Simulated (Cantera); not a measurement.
## Silicon nitride deposition: SiCl4 + NH3 + N2

Input: 1 mol SiCl4, 1.5 mol NH3, 37 mol N2, equilibrated at 1875 K and 0.000680 bar.

These are equilibrium values from Cantera (NASA tables, ideal gas, pure condensed phases), not measurements of a reactor. Candidate condensed phases: NH4Cl, Si, Si3N4; 28 gas species. The tables' values for SiCl, SiCl3, SiN are old estimates; treat these amounts as uncertain. Equilibrium is a limit: real reactors are often held back by kinetics, nucleation or transport.

* **x(N2)**: 0.893
* **x(HCl)**: 0.0455
* **x(H2)**: 0.0283
* **x(SiCl2)**: 0.0216
* **x(Cl)**: 0.00515
* **x(H)**: 0.00423
* **x(Si)**: 0.00141
* **x(SiCl)**: 0.000561
* **x(SiCl3)**: 5.61e-5
* **gas amount**: 42.27 mol
* **log10 activity of Si(l) (absent)**: -0.98
